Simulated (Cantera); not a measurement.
# Carbon deposition, reforming and gasification: C2H4 + CO2 + H2

Charge: 1 mol C2H4, 0.031 mol CO2, 5.4 mol H2, at 5.40 mbar.

These are equilibrium values from Cantera (NASA tables, ideal gas, pure condensed phases), not measurements of a reactor. Candidate condensed phases: C, C6H6, C7H8, C8H18, H2O; 110 gas species. Rates play no part.

| T (K) | log p H2 | log p H | log p C2H2 (acetylene) | log p CO | log p C3 | log p C2H | log p C | log p C2 | n C(graphite) |
|---|---|---|---|---|---|---|---|---|---|
| 1423 | -2.27 | -6.31 | -7.74 | -4.35 | <-14 | <-14 | <-14 | <-14 | 1.97 |
| 1573 | -2.27 | -5.53 | -6.96 | -4.35 | <-14 | -12.75 | <-14 | <-14 | 1.97 |
| 1723 | -2.27 | -4.88 | -6.32 | -4.35 | -14.01 | -11.12 | -13.53 | <-14 | 1.97 |
| 1873 | -2.28 | -4.33 | -5.78 | -4.35 | -12.01 | -9.76 | -11.79 | -13.09 | 1.96 |
| 2023 | -2.28 | -3.86 | -5.33 | -4.35 | -10.31 | -8.61 | -10.30 | -11.39 | 1.96 |
| 2173 | -2.30 | -3.47 | -4.96 | -4.36 | -8.86 | -7.62 | -9.03 | -9.92 | 1.94 |
| 2323 | -2.34 | -3.13 | -4.65 | -4.38 | -7.59 | -6.77 | -7.92 | -8.64 | 1.90 |
| 2473 | -2.41 | -2.85 | -4.42 | -4.41 | -6.49 | -6.04 | -6.94 | -7.53 | 1.84 |
| 2623 | -2.52 | -2.64 | -4.27 | -4.45 | -5.51 | -5.42 | -6.08 | -6.54 | 1.75 |
| 2773 | -2.71 | -2.48 | -4.22 | -4.51 | -4.65 | -4.92 | -5.31 | -5.66 | 1.52 |
log p: log10 of the partial pressure in bar; n: condensed amount in mol.

From 1423 K to 2773 K the condensed part is C(graphite). The main C-bearing gas is CO at 1423 K and C2H2 (acetylene) at 2773 K.
